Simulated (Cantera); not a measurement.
## Gas-phase reforming

A perfectly stirred reactor is fed with 17.3 % CH4, 78.0 % H2O, 0.988 % H2, 3.64 % N2, at 3750 Torr; it is held at 2175 K, and followed from long to short residence time.

Detailed kinetics in Cantera: GRI-Mech 3.0 (53 species, 325 reactions).

```tsv
τ (s)	x CH4	x H2O	x H2	x CH3	x CO
9.1	5.12e-6	0.429	0.414	3.33e-7	0.107
3.4	1.37e-5	0.429	0.414	8.91e-7	0.107
1.3	3.59e-5	0.429	0.414	2.33e-6	0.107
0.50	9.38e-5	0.429	0.414	6.06e-6	0.107
0.19	0.000247	0.429	0.413	1.59e-5	0.107
0.071	0.000646	0.430	0.413	4.14e-5	0.107
0.027	0.00158	0.432	0.410	0.000101	0.106
0.010	0.00364	0.438	0.404	0.000234	0.103
0.0039	0.00715	0.452	0.391	0.000467	0.0967
```
x: mole fraction; the columns are a selection and need not sum to one.
